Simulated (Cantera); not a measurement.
A Cantera script and what it prints.

```python
import numpy as np
import cantera as ct

gas_names = """
    O2 Br2
""".split()
cond_names = """
    Ca(L) CaBr2(L) CaO(s)
""".split()


# ... load() reads the species with a 1 bar reference pressure and builds the phases ...
species = {s.name: s for s in load("nasa_gas.yaml", gas_names) + load("nasa_condensed.yaml", cond_names)}
T = 1825
g = {n: (s.thermo.h(T) - T * s.thermo.s(T)) / (ct.gas_constant * T * np.log(10)) for n, s in species.items()}
valid = cond_names  # the entries whose range holds T


def stable(la, lb):
    # potentials (over RT ln 10) of the two non-metals from log10 p(O2) and log10 p(Br2) in bar
    mu = {}
    mu["O"] = (g["O2"] + la) / 2
    mu["Br"] = (g["Br2"] + lb) / 2
    cost = {}
    for n in valid:
        c = species[n].composition
        cost[n] = (g[n] - sum(c.get(e, 0) * m for e, m in mu.items())) / c["Ca"]
    return min(cost, key=cost.get)


results = []
for lb in [1, 0.2, -0.6, -1.4, -2.1, -2.9, -3.7, -4.5, -5.3, -6.1, -6.9, -7.6, -8.4, -9.2, -10]:
    row = [stable(la, lb) for la in [-19, -18.1, -17.2, -16.3, -15.4, -14.5, -13.6, -12.7, -11.8, -10.9, -10, -9, -8.1, -7.2, -6.3, -5.4, -4.5, -3.6, -2.7, -1.8, -0.9, 0]]
    results.append(row)
    print(f"{lb:6.1f}  " + " ".join(f"{valid.index(n):x}" for n in row))
print("key: " + ", ".join(f"{i:x} {n}" for i, n in enumerate(valid)))
```

Output:

```
   1.0  1 1 1 1 1 1 1 1 1 1 1 1 1 1 1 1 1 1 1 1 1 1
   0.2  1 1 1 1 1 1 1 1 1 1 1 1 1 1 1 1 1 1 1 1 1 1
  -0.6  1 1 1 1 1 1 1 1 1 1 1 1 1 1 1 1 1 1 1 1 1 1
  -1.4  1 1 1 1 1 1 1 1 1 1 1 1 1 1 1 1 1 1 1 1 1 2
  -2.1  1 1 1 1 1 1 1 1 1 1 1 1 1 1 1 1 1 1 1 2 2 2
  -2.9  1 1 1 1 1 1 1 1 1 1 1 1 1 1 1 1 1 2 2 2 2 2
  -3.7  1 1 1 1 1 1 1 1 1 1 1 1 1 1 1 2 2 2 2 2 2 2
  -4.5  1 1 1 1 1 1 1 1 1 1 1 1 1 1 2 2 2 2 2 2 2 2
  -5.3  1 1 1 1 1 1 1 1 1 1 1 1 2 2 2 2 2 2 2 2 2 2
  -6.1  1 1 1 1 1 1 1 1 1 1 2 2 2 2 2 2 2 2 2 2 2 2
  -6.9  1 1 1 1 1 1 1 1 2 2 2 2 2 2 2 2 2 2 2 2 2 2
  -7.6  1 1 1 1 1 1 1 2 2 2 2 2 2 2 2 2 2 2 2 2 2 2
  -8.4  1 1 1 1 1 2 2 2 2 2 2 2 2 2 2 2 2 2 2 2 2 2
  -9.2  1 1 1 2 2 2 2 2 2 2 2 2 2 2 2 2 2 2 2 2 2 2
 -10.0  1 1 2 2 2 2 2 2 2 2 2 2 2 2 2 2 2 2 2 2 2 2
key: 0 Ca(L), 1 CaBr2(L), 2 CaO(s)
```

Cantera with NASA thermochemical tables; ideal gases at 1 bar, condensed phases pure. Not in the tables: oxide halides.
